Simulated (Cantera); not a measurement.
Diamond growth

A diamond (100) surface in a fixed gas of H2 with x(CH4) = 0.0042, x(H) = 0.0064, at 1225 K, 0.0612 atm; coverages are run to steady state.

Detailed kinetics in Cantera: the Harris–Goodwin 1993 mechanism for the reconstructed diamond (100) surface.

| x(CH3) | growth (µm/h) | θ c6HH | θ c6H* | θ c6*H | θ c6** | θ c6HM |
|---|---|---|---|---|---|---|
| 1e-06 | 0.0236 | 0.426 | 0.0411 | 0.500 | 0.0330 | 1.02e-5 |
| 2.5e-06 | 0.0590 | 0.426 | 0.0411 | 0.500 | 0.0330 | 2.54e-5 |
| 6.1e-06 | 0.144 | 0.426 | 0.0411 | 0.500 | 0.0330 | 6.19e-5 |
| 1.5e-05 | 0.354 | 0.426 | 0.0411 | 0.500 | 0.0330 | 0.000152 |
| 3.7e-05 | 0.872 | 0.425 | 0.0411 | 0.500 | 0.0330 | 0.000375 |
| 9e-05 | 2.12 | 0.425 | 0.0410 | 0.499 | 0.0329 | 0.000911 |
| 0.00022 | 5.15 | 0.424 | 0.0409 | 0.498 | 0.0326 | 0.00222 |
| 0.00055 | 12.7 | 0.422 | 0.0407 | 0.495 | 0.0320 | 0.00549 |
| 0.0013 | 29.2 | 0.417 | 0.0401 | 0.488 | 0.0308 | 0.0127 |
θ: site fractions in the mechanism's names (c6HH fully hydrogenated, c6H* and c6*H radical sites, c6** diradical, c6HM methylated).
